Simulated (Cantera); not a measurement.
Charge: 1 mol V, 1.7 mol H2O, held at 2002 °C and 1.33 mbar.

Cantera equilibrium calculation (NASA polynomials, part measured and part estimated; ideal gas, pure solids and liquids). VO: taken at fixed stoichiometry. Rates play no part.

| species | before | after |
|---|---|---|
| H2 | 0.524 | 0.788 |
| H2O | 0.0259 | 0.0869 |
| H | 0.168 | 0.0661 |
| VO2 | 0.235 | 0.0537 |
| VO | 0.0443 | 0.00454 |
| V | 0.00105 | 4.81e-5 |
| O | 0.000286 | 6.53e-5 |
| OH | 0.00130 | 0.00114 |
| VO(l), mol | 0.250 | 0.0217 |
| V2O3(s), mol | 0 | 0.435 |
Gas species are given as mole fractions.

Question: Name the change that produced these shifts.
A) temperature from 2002 °C to 2452 °C
B) pressure from 1.33 mbar to 13.0 mbar
C) temperature from 2002 °C to 700 °C
D) temperature from 2002 °C to 2377 °C

Answer: B, pressure from 1.33 mbar to 13.0 mbar. Mutual solubility and eutectic melting of coexisting phases are not modelled. Condensed phases not in the tables: the oxides between V2O3 and V2O5 other than VO2
